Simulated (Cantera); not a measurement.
Charge: 1 mol Cu, 5.9 mol HF, 6.2 mol N₂, at 3.20 Pa.

These are equilibrium values from Cantera (NASA tables, ideal gas, pure condensed phases), not measurements of a reactor. Candidate condensed phases: Cu, CuF₂; 25 gas species. The numbers say what is thermodynamically allowed, not how fast it happens.

### Question
At 1323 K, list the 5 most abundant gas species with their mole fractions, and the condensed phases.

### Answer
N₂ 0.507, HF 0.481, Cu 0.00839, CuF 0.00235, H₂ 0.00117. Condensed: Cu(s).
